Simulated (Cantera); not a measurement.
Ignition delay

Mixture: H2 : O2 : N2 = 1 : 0.526 : 1.98 (molar parts), at 1.80 bar, adiabatic and at constant pressure. Ignition delay is the time to a rise of 400 K.

Model: the H2/O2 subset of GRI-Mech 3.0, which has no nitrogen chemistry, integrated in Cantera. Where the delays flatten at high temperature, the 400 K rule measures the pace of heat release, not the induction time.

| T0 (K) | delay (ms) |
|---|---|
| 1073 | 0.0905 |
| 1173 | 0.0329 |
| 1273 | 0.0186 |
| 1373 | 0.0125 |
| 1473 | 0.00938 |
| 1573 | 0.00773 |
| 1673 | 0.00689 |
| 1773 | 0.00657 |
| 1873 | 0.00661 |
